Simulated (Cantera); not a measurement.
**Thermodynamics of nitride etching, feed BN + F₂ + H₂**

Charge: 1 mol BN, 8.3 mol F₂, 0.5 mol H₂, at 1600 K and 13.3 mbar.

Method: chemical equilibrium by Gibbs-energy minimisation in Cantera with the NASA 1993 tables (ideal gas, pure condensed phases). Candidate condensed phases: B, BN; 31 gas species. Rates play no part.

```json
{
  "x(F)": "0.834",
  "x(BF₃)": "0.0663",
  "x(HF)": "0.0663",
  "x(N₂)": "0.0331",
  "x(F₂)": "0.000539",
  "gas_amount": "15.09 mol",
  "log10 activity of B(s) (absent)": "-29.21"
}
```
